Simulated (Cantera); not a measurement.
Premixed flame

A freely propagating, adiabatic, planar premixed flame of 5.94 % C₃H₈, 19.8 % O₂, 74.3 % N₂, unburnt at 450 K and 7500 Torr; mixture-averaged transport, grid criteria slope 0.08 and curve 0.16, no radiation.

Computed with Cantera and GRI-Mech 3.0 (53 species, 325 reactions). GRI-Mech 3.0 was tuned for natural gas; its chemistry of propane as a main component is partial and can be far from experiment. Burning velocities carry a grid error of a few per cent, more on coarse grids.

| z (mm) | T (K) | u (m/s) | x C₃H₈ | x O₂ | x CH₄ | x OH | x HCO | x H₂ |
|---|---|---|---|---|---|---|---|---|
| -0.291 | 451 | 0.206 | 0.0592 | 0.197 | 7.76e-6 | <1e-8 | <1e-8 | 0.00375 |
| -0.194 | 457 | 0.210 | 0.0589 | 0.195 | 6.85e-5 | <1e-8 | <1e-8 | 0.00916 |
| -0.145 | 479 | 0.222 | 0.0584 | 0.192 | 0.000271 | <1e-8 | <1e-8 | 0.0150 |
| -0.0969 | 597 | 0.281 | 0.0562 | 0.178 | 0.00127 | <1e-8 | <1e-8 | 0.0245 |
| -0.0485 | 1028 | 0.504 | 0.0395 | 0.126 | 0.00500 | 7.40e-7 | 3.44e-8 | 0.0369 |
| -0.0242 | 1400 | 0.712 | 0.0160 | 0.0796 | 0.00811 | 1.50e-5 | 1.96e-6 | 0.0432 |
| 0 | 1768 | 0.924 | 0.000471 | 0.0335 | 0.00786 | 0.000161 | 9.72e-6 | 0.0473 |
| 0.0242 | 1955 | 1.03 | 6.50e-7 | 0.0124 | 0.00482 | 0.000241 | 2.84e-6 | 0.0484 |
| 0.0485 | 2028 | 1.07 | 1.68e-8 | 0.00517 | 0.00346 | 0.000213 | 1.10e-6 | 0.0495 |
| 0.0969 | 2073 | 1.09 | <1e-8 | 0.00134 | 0.00261 | 0.000132 | 3.21e-7 | 0.0518 |
| 0.194 | 2087 | 1.10 | <1e-8 | 0.000201 | 0.00208 | 7.91e-5 | 1.24e-7 | 0.0549 |
| 0.388 | 2087 | 1.10 | <1e-8 | 1.34e-5 | 0.00159 | 6.48e-5 | 9.05e-8 | 0.0583 |
| 0.775 | 2084 | 1.10 | <1e-8 | 2.39e-7 | 0.00110 | 5.97e-5 | 8.18e-8 | 0.0616 |
x: mole fraction of selected species; z is measured from the peak of heat release.

The laminar burning velocity is 20.5 cm/s and the thermal thickness comes out as 0.0969 mm. The peak x(CH₄) is 0.00886 and the peak x(OH) comes out as 0.000241. The peak x(HCO) is 1.06e-5 and the peak x(H₂) is 0.0672.
